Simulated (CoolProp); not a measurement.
Vapour-liquid equilibrium of acetone (1) + benzene (2) at 151 kPa; x and y are mole fractions of (1).

Computed with CoolProp (multi-fluid Helmholtz-energy mixture model, Lemmon 2006 and Thol 2012; pair parameters Bell 2016).

Give the bubble temperature and the first vapour's composition at x = 0.35, 0.8, 0.95. Is there an azeotrope?

x = 0.35: 352.5 K, y = 0.543; x = 0.8: 344.0 K, y = 0.872; x = 0.95: 342.0 K, y = 0.968. No azeotrope shows between x = 0.05 and 0.95.

The pair parameters rest on a limited set of measurements; away from them the model extrapolates.
